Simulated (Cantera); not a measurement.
A closed system holds: 1 mol Si₃N₄, 5.9 mol H₂, at 1 atm.

Method: chemical equilibrium by Gibbs-energy minimisation in Cantera with the NASA 1993 tables (ideal gas, pure condensed phases). Candidate condensed phases: Si, Si₃N₄; 18 gas species. Mutual solubility and eutectic melting of coexisting phases are not modelled. Gases not in the tables: Si₂H₆ and higher silanes. Rates play no part. All values below are at 1748 K.

Base state: H₂ 0.996, N₂ 0.00362, H 0.000227, SiH₂ 2.04e-5 (mole fractions); condensed: Si(l) + Si₃N₄(s).

Question: What changes in the equilibrium state with this change: pressure from 1 atm to 21.0 Pa?

Answer: 
```csv
species,before,after
H₂,0.996,0.730
N₂,0.00362,0.250
H,0.000227,0.0135
Si,1.44e-6,0.00693
Si₂,7.38e-9,3.56e-5
Si₂N,7.70e-8,4.44e-5
SiN,4.52e-8,2.60e-5
SiH,1.92e-6,0.000114
"Si(l), mol",0.0321,2.94
"Si₃N₄(s), mol",0.989,0
```
The tables' values for SiN are old estimates; treat these amounts as uncertain.
